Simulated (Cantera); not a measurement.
A closed system holds: 1 mol CH3SiH3, 0.0052 mol C2H4, 33 mol H2, held at 1073 K and 56.0 mbar.

Equilibrium computed with Cantera from the NASA thermochemical tables; the gas is ideal and each condensed phase is pure. Candidate condensed phases: C, C6H6, C7H8, C8H18, Si, SiC; 87 gas species. The feed counts by its element totals alone. The numbers say what is thermodynamically allowed, not how fast it happens.

Problem. What is the equilibrium state?

Solution. 
```json
{
 "x(H2)": "1.000",
 "x(CH4)": "0.000289",
 "n(SiC(s))": "1.00 mol",
 "gas_amount": "36.00 mol",
 "log10 activity of C(graphite) (absent)": "-0.95",
 "log10 activity of Si(s) (absent)": "-2.20"
}
```
